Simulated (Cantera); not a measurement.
A closed system holds: 1 mol AlN, 0.2 mol HCl, 0.067 mol N2, held at 773 K and 100000 Pa.

Method: chemical equilibrium by Gibbs-energy minimisation in Cantera with the NASA 1993 tables (ideal gas, pure condensed phases). Candidate condensed phases: Al, AlCl3, AlN, NH4Cl; 20 gas species. Equilibrium is a limit: real reactors are often held back by kinetics, nucleation or transport.

Base state: N2 0.379, H2 0.336, HCl 0.123, AlCl3 0.0999, Al2Cl6 0.0622, NH3 0.000474 (mole fractions); condensed: AlN(s).

Question: What changes in the equilibrium state with this change: temperature from 773 K to 1350 K?

Answer: 
```json
[
 {"species": "N2", "before": "0.379", "after": "0.357"},
 {"species": "H2", "before": "0.336", "after": "0.319"},
 {"species": "AlCl3", "before": "0.0999", "after": "0.212"},
 {"species": "Al2Cl6", "before": "0.0622", "after": "0.000134"},
 {"species": "HCl", "before": "0.123", "after": "0.112"},
 {"species": "AlCl2", "before": "<1e-9", "after": "0.000378"},
 {"species": "NH3", "before": "0.000474", "after": "1.10e-5"},
 {"species": "AlN(s), mol", "before": "0.944", "after": "0.943"}
]
```
The tables' values for AlCl2 are old estimates; treat these amounts as uncertain.

Question: What changes in the equilibrium state with this change: temperature from 773 K to 1125 K?

Answer: 
| species | before | after |
|---|---|---|
| N2 | 0.379 | 0.356 |
| H2 | 0.336 | 0.315 |
| AlCl3 | 0.0999 | 0.208 |
| Al2Cl6 | 0.0622 | 0.000938 |
| HCl | 0.123 | 0.120 |
| NH3 | 0.000474 | 2.93e-5 |
| AlN(s), mol | 0.944 | 0.944 |
